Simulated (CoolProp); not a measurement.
Decamethyltetrasiloxane (MD2M) along the isobar 1.38 MPa: Z from the reference equation and from simpler models built on Tc = 599.4 K, pc = 1.144 MPa, ω = 0.635; each cubic takes its own stable root.

The numbers come from the reference Helmholtz-energy equation of state, Thol 2017 in CoolProp.

```
T (K)   phase   reference  van der Waals  Redlich-Kwong  Soave-Redlich-Kwong  Peng-Robinson
-----  ------  ----------  -------------  -------------  -------------------  -------------
315.8  liquid      0.1960         0.3482         0.2372               0.2242         0.1999
333.1  liquid      0.1897     (withheld)         0.2289               0.2155         0.1919
350.3  liquid      0.1842         0.3237         0.2219               0.2080         0.1851
367.6  liquid      0.1794         0.3136         0.2159               0.2015         0.1792
384.9  liquid      0.1752         0.3048         0.2108               0.1959         0.1741
402.1  liquid      0.1717         0.2972     (withheld)               0.1913         0.1698
419.4  liquid      0.1688         0.2907         0.2032               0.1875         0.1663
436.6  liquid  (withheld)         0.2852         0.2007               0.1845         0.1636
```

**Question.** Complete the blanks.

**Answer.** 
- 333.1, van der Waals: 0.3351
- 402.1, Redlich-Kwong: 0.2066
- 436.6, reference: 0.1664
